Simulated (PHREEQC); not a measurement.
Dissolve 0.00583 mol H2SO4, 3.2e-05 mol NaCl and 0.011 mol CuCl2 per kg of water at 20 °C. Closed to the air; pH follows from the charge balance.

Computed with PHREEQC (ion-association model, phreeqc.dat).

Problem. The ionic strength comes out as 0.0418 mol/kgw. What activity coefficients do CuCl+, SO4-2, Cu+2, H+, HSO4- get?

Solution. CuCl+ 0.83, SO4-2 0.49, Cu+2 0.51, H+ 0.86, HSO4- 0.83.

This is a speciation only: nothing precipitates in the calculation.
